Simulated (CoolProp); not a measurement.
Saturation properties of C2F6 (R116).

Values from CoolProp's reference Helmholtz-energy equation of state, Lemmon 2006. It is a short technical equation, of lower accuracy than the large ones.

```tsv
T (°C)	p (MPa)	liquid cp (kJ/(kg K))	liquid viscosity (µPa s)
-54.95	0.3028	1.008	283
-50.65	0.3608	1.023	263
-46.45	0.4252	1.039	245
-42.15	0.4996	1.056	229
-37.95	0.5814	1.075	213
-33.65	0.6749	1.095	198
-29.45	0.7767	1.118	185
-25.15	0.8923	1.144	172
-20.95	1.017	1.173	159
-16.65	1.158	1.208	147
-12.45	1.309	1.248	136
```

It boils at -78.1 °C under 1 atm.

Viscosity comes from a separate model (Huber 2003), an estimate that may be off by 10 % or more.
